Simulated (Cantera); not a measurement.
A perfectly stirred reactor is fed with N2O : N2 = 1 : 0.18 (molar parts), at 100.0 Torr; it is held at 1500 K, and followed from long to short residence time.

Computed with Cantera and GRI-Mech 3.0 (53 species, 325 reactions). GRI-Mech 3.0 was tuned for natural gas; its chemistry of N2O as a main component is partial and can be far from experiment. The temperature is held fixed by assumption; the heat of reaction is taken as removed at once.

Problem. What does this change do: 0.029 parts H2O added?

Solution. 
```csv
quantity,before,after
x(N2O) at τ = 22.0 s,0.00527,0.00464
x(NO2) at τ = 22.0 s,9.47e-5,8.43e-5
x(O2) at τ = 22.0 s,0.258,0.259
x(NO) at τ = 22.0 s,0.0749,0.0634
x(N2) at τ = 22.0 s,0.661,0.656
x(N2O) at τ = 62.0 ms,0.510,0.478
x(NO2) at τ = 62.0 ms,5.12e-5,0.000476
x(O2) at τ = 62.0 ms,0.0893,0.0971
x(NO) at τ = 62.0 ms,0.0583,0.0516
x(N2) at τ = 62.0 ms,0.342,0.351
```

Problem. What does this change do: temperature 1500 to 1298 K?

Solution. 
```json
[
 {"quantity": "x(N2O) at τ = 22.0 s", "before": "0.00527", "after": "0.0649"},
 {"quantity": "x(NO2) at τ = 22.0 s", "before": "9.47e-5", "after": "9.44e-5"},
 {"quantity": "x(O2) at τ = 22.0 s", "before": "0.258", "after": "0.241"},
 {"quantity": "x(NO) at τ = 22.0 s", "before": "0.0749", "after": "0.0666"},
 {"quantity": "x(N2) at τ = 22.0 s", "before": "0.661", "after": "0.627"},
 {"quantity": "x(N2O) at τ = 62.0 ms", "before": "0.510", "after": "0.815"},
 {"quantity": "x(NO2) at τ = 62.0 ms", "before": "5.12e-5", "after": "2.97e-6"},
 {"quantity": "x(O2) at τ = 62.0 ms", "before": "0.0893", "after": "0.00976"},
 {"quantity": "x(NO) at τ = 62.0 ms", "before": "0.0583", "after": "0.00338"},
 {"quantity": "x(N2) at τ = 62.0 ms", "before": "0.342", "after": "0.172"}
]
```
The mechanism lacks the step 2 NO + O2 → 2 NO2, which can matter for NO2 below about 1400 K.
